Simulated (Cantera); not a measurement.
A closed system holds: 1 mol Al2O3, 0.76 mol C, 1.5 mol N2, at 2.90 Pa.

Method: chemical equilibrium by Gibbs-energy minimisation in Cantera with the NASA 1993 tables (ideal gas, pure condensed phases). Candidate condensed phases: Al, AlN, Al2O3, C; 32 gas species. Mutual solubility and eutectic melting of coexisting phases are not modelled. Condensed phases not in the tables: aluminium oxynitride. Kinetics and transport are ignored.

x: gas mole fraction; n: condensed amount in mol.

| T (°C) | x N2 | x O | x CO | x Al | x AlO | x Al2O | x O2 | n AlN(s) | n Al2O3(s) | n Al2O3(l) |
|---|---|---|---|---|---|---|---|---|---|---|
| 1377 | 0.593 | 1.31e-11 | 0.340 | 0.0531 | 3.48e-7 | 0.0140 | <1e-12 | 0.346 | 0.736 | 0 |
| 1477 | 0.549 | 4.99e-10 | 0.278 | 0.132 | 3.82e-6 | 0.0403 | <1e-12 | 0 | 0.710 | 0 |
| 1577 | 0.549 | 2.15e-8 | 0.278 | 0.137 | 2.49e-5 | 0.0365 | <1e-12 | 0 | 0.713 | 0 |
| 1677 | 0.548 | 6.27e-7 | 0.278 | 0.141 | 0.000133 | 0.0332 | (withheld) | 0 | 0.716 | 0 |
| 1777 | 0.547 | 1.32e-5 | 0.277 | 0.144 | 0.000604 | 0.0303 | (withheld) | 0 | 0.718 | 0 |
| 1877 | 0.546 | 0.000208 | 0.276 | 0.147 | 0.00237 | 0.0277 | (withheld) | 0 | 0.719 | 0 |
| 1977 | 0.541 | 0.00257 | 0.274 | 0.149 | 0.00821 | 0.0252 | (withheld) | 0 | 0.713 | 0 |
| 2077 | 0.513 | 0.0249 | 0.258 | 0.153 | 0.0252 | 0.0232 | (withheld) | 0 | 0 | 0.672 |
| 2177 | 0.359 | 0.166 | 0.180 | 0.187 | 0.0702 | 0.0255 | (withheld) | 0 | 0 | 0.357 |
| 2277 | 0.251 | 0.287 | 0.126 | 0.254 | 0.0609 | 0.0105 | (withheld) | 0 | 0 | 0 |
| 2377 | 0.239 | 0.316 | 0.121 | 0.285 | 0.0302 | 0.00223 | (withheld) | 0 | 0 | 0 |
| 2477 | 0.234 | 0.331 | 0.119 | 0.298 | 0.0141 | 0.000444 | (withheld) | 0 | 0 | 0 |
| 2577 | 0.232 | 0.338 | 0.118 | 0.303 | 0.00668 | 9.25e-5 | (withheld) | 0 | 0 | 0 |
| 2677 | 0.231 | 0.341 | 0.117 | 0.306 | 0.00326 | 2.08e-5 | (withheld) | 0 | 0 | 0 |

Problem. Some entries are withheld; supply them.

Solution. 
- 1677, x O2: 5.60e-11
- 1777, x O2: 5.31e-9
- 1877, x O2: 3.29e-7
- 1977, x O2: 1.41e-5
- 2077, x O2: 0.000412
- 2177, x O2: 0.00633
- 2277, x O2: 0.00700
- 2377, x O2: 0.00342
- 2477, x O2: 0.00161
- 2577, x O2: 0.000762
- 2677, x O2: 0.000372
